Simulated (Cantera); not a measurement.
Charge: 1 mol SiH₄, 1.2 mol NH₃, 44 mol H₂, 0.22 mol N₂, at 1450 K.

Cantera equilibrium calculation (NASA polynomials, part measured and part estimated; ideal gas, pure solids and liquids). Candidate condensed phases: Si, Si₃N₄; 18 gas species. The numbers say what is thermodynamically allowed, not how fast it happens.

**Question.** At 36.0 Pa, list the 3 most abundant gas species with their mole fractions, and the condensed phases.

**Answer.** H₂ 0.983, N₂ 0.0169, H 0.000494. Condensed: Si(s).
